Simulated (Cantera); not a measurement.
Input: 1 mol PbO, 0.17 mol H2, 0.59 mol N2, equilibrated at 1048 K and 0.00100 bar.

Method: chemical equilibrium by Gibbs-energy minimisation in Cantera with the NASA 1993 tables (ideal gas, pure condensed phases). Candidate condensed phases: H2O, Pb, PbO, PbO2, Pb3O4; 27 gas species. Mutual solubility and eutectic melting of coexisting phases are not modelled. Rates play no part.

Base state: N2 0.741, H2O 0.213, Pb 0.0447, PbO 0.00139, H2 3.71e-5 (mole fractions); condensed: Pb(l) + PbO(yellow).

Task: What changes in the equilibrium state with this change: pressure from 0.00100 bar to 0.210 bar?

Result: 
```
species            before     after
----------------  -------  --------
N2                  0.741     0.776
H2O                 0.213     0.224
Pb                 0.0447  0.000213
PbO               0.00139   6.64e-6
H2                3.71e-5   3.89e-5
Pb(l), mol          0.134     0.170
PbO(yellow), mol    0.829     0.830
```

Task: What changes in the equilibrium state with this change: PbO replaced by Hg?

Result: 
```json
[
 {"species": "Hg", "before": "0", "after": "0.568"},
 {"species": "N2", "before": "0.741", "after": "0.335"},
 {"species": "H2", "before": "3.71e-5", "after": "0.0966"},
 {"species": "H2O", "before": "0.213", "after": "0"},
 {"species": "Pb", "before": "0.0447", "after": "0"},
 {"species": "PbO", "before": "0.00139", "after": "0"},
 {"species": "Pb(l), mol", "before": "0.134", "after": "0"},
 {"species": "PbO(yellow), mol", "before": "0.829", "after": "0"}
]
```
Further candidate phases: Hg.

Task: What changes in the equilibrium state with this change: temperature from 1048 K to 1198.15 K?

Result: 
```
species            before    after
----------------  -------  -------
N2                  0.741    0.593
Pb                 0.0447    0.171
H2O                 0.213    0.171
PbO               0.00139   0.0657
O2                3.87e-9  2.20e-5
H2                3.71e-5  1.41e-5
Pb(l), mol          0.134        0
PbO(yellow), mol    0.829        0
PbO(l), mol             0    0.765
```
